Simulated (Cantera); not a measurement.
Charge: 1 mol CH4, 0.04 mol O2, 0.52 mol NH3, at 7.50 Torr.

These are equilibrium values from Cantera (NASA tables, ideal gas, pure condensed phases), not measurements of a reactor. Candidate condensed phases: C, C6H6, C7H8, C8H18, H2O; 136 gas species. Kinetics and transport are ignored. All values below are at 2623 K.

Base state: H2 0.569, H 0.318, N2 0.0597, CO 0.0215, HCN 0.0175, C2H2 (acetylene) 0.0101, HNC 0.00235, CN 0.000667 (mole fractions); condensed: C(graphite).

Problem. What changes in the equilibrium state with this change: NH3 from 0.52 to 0.026 mol?

Solution. 
| species | before | after |
|---|---|---|
| H2 | 0.569 | 0.618 |
| H | 0.318 | 0.331 |
| CO | 0.0215 | 0.0313 |
| N2 | 0.0597 | 0.00278 |
| HCN | 0.0175 | 0.00393 |
| C2H2 (acetylene) | 0.0101 | 0.0110 |
| CN | 0.000667 | 0.000144 |
| HNC | 0.00235 | 0.000527 |
| C2H2 (vinylidene) | 1.17e-5 | 1.27e-5 |
| C(graphite), mol | 0.760 | 0.846 |
